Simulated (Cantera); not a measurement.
# Thermodynamics of chlorosilane synthesis and conversion, feed Si + Cl₂ + H₂

Input: 1 mol Si, 0.59 mol Cl₂, 2.1 mol H₂, held at 555 Torr.

Equilibrium computed with Cantera from the NASA thermochemical tables; the gas is ideal and each condensed phase is pure. Candidate condensed phases: Si; 19 gas species. The tables' values for SiCl₃ are old estimates; treat these amounts as uncertain. Kinetics and transport are ignored.

```tsv
T (K)	x H₂	x SiCl₄	x SiHCl₃	x HCl	x SiH₂Cl₂	x SiCl₃	n Si(s)
573	0.861	0.0841	0.0534	1.91e-5	0.00156	7.70e-8	0.672
623	0.861	0.0848	0.0523	6.46e-5	0.00174	4.61e-7	0.672
673	0.861	0.0854	0.0512	0.000181	0.00189	2.11e-6	0.673
723	0.861	0.0860	0.0502	0.000441	0.00203	7.80e-6	0.673
773	0.861	0.0865	0.0492	0.000953	0.00215	2.43e-5	0.674
823	0.861	0.0869	0.0483	0.00187	0.00226	6.58e-5	0.675
873	0.860	0.0870	0.0473	0.00339	0.00234	0.000158	0.676
923	0.858	0.0869	0.0463	0.00574	0.00241	0.000345	0.678
973	0.856	0.0864	0.0452	0.00919	0.00247	0.000691	0.680
1023	0.853	0.0853	0.0439	0.0140	0.00251	0.00129	0.683
```
x: gas mole fraction; n: condensed amount in mol.

From 573 K to 1023 K the condensed part is Si(s). The main Si-bearing gas is SiCl₄ throughout.
